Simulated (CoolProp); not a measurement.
A single-stage vapour-compression cycle with the fluid: evaporating at 311.15 K (dew point), condensing at 335.15 K (bubble point), superheat 0 K, subcooling 0 K, compressor efficiency 0.8, no pressure losses. The same conditions are run with several fluids, on thermodynamics alone (safety and materials aside).

The numbers come from the reference Helmholtz-energy equation of state of each fluid (R152A: Outcalt 1996; R1224YDZ: Akasaka 2023; carbonyl sulfide: Lemmon 2006; n-heptane: Span 2003; CH2F2 (R32): Tillner-Roth 1997; vinyl chloride: Thol 2022) in CoolProp.

Rank R152A, R1224YDZ, carbonyl sulfide, n-heptane, CH2F2 (R32), vinyl chloride by cooling COP, highest first.

n-heptane (9.45), vinyl chloride (9.37), R1224YDZ (9.14), R152A (8.86), carbonyl sulfide (8.57), CH2F2 (R32) (7.60)

| fluid | pressure ratio | discharge temperature (K) | refrigerating effect (kJ/kg) | volumetric capacity (kJ/m³) |
|---|---|---|---|---|
| R152A | 1.83 | 344.0 | 216 | 5780 |
| R1224YDZ | 2.03 | 335.1 | 129 | 1840 |
| carbonyl sulfide | 1.66 | 353.7 | 193 | 9840 |
| n-heptane | 2.68 | 335.1 | 301 | 133 |
| CH2F2 (R32) | 1.74 | 352.7 | 186 | 12900 |
| vinyl chloride | 1.83 | 349.2 | 272 | 4160 |

The compression ends wet for: R1224YDZ; n-heptane.
